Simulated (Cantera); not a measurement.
Cu + H2O + N2 (metals in furnace atmospheres)

A closed system holds: 1 mol Cu, 1.1 mol H2O, 14 mol N2, held at 36.0 Pa.

Method: chemical equilibrium by Gibbs-energy minimisation in Cantera with the NASA 1993 tables (ideal gas, pure condensed phases). Candidate condensed phases: Cu, CuO, Cu(OH)2, Cu2O, H2O; 27 gas species. Rates play no part.

```
T (K)   x N2   x H2O      x Cu      x H2      x O2       x H  n Cu(s)  n Cu(l)
-----  -----  ------  --------  --------  --------  --------  -------  -------
1250   0.927  0.0728  0.000129   3.42e-5   1.50e-5   1.49e-7    0.998        0
1300   0.927  0.0727  0.000438   6.34e-5   2.76e-5   4.64e-7    0.993        0
1350   0.926  0.0726   0.00136  0.000112   4.84e-5   1.33e-6    0.979        0
1400   0.924  0.0724   0.00375  0.000191   8.16e-5   3.54e-6        0    0.943
1450   0.918  0.0718   0.00955  0.000312  0.000132   8.80e-6        0    0.854
1500   0.906  0.0706    0.0228  0.000490  0.000206   2.05e-5        0    0.647
1550   0.879  0.0682    0.0516  0.000739  0.000309   4.51e-5        0    0.178
1600   0.869  0.0670    0.0620   0.00110  0.000457   9.49e-5        0        0
1650   0.869  0.0664    0.0620   0.00159  0.000664  0.000191        0        0
1700   0.868  0.0655    0.0620   0.00226  0.000943  0.000369        0        0
1750   0.867  0.0643    0.0619   0.00312   0.00131  0.000685        0        0
1800   0.866  0.0627    0.0619   0.00422   0.00178   0.00123        0        0
```
x: gas mole fraction; n: condensed amount in mol.

From 1250 K to 1350 K the condensed part is Cu(s). From 1400 K to 1550 K the condensed part is Cu(l). From 1600 K to 1800 K nothing is condensed. The main Cu-bearing gas is Cu throughout.
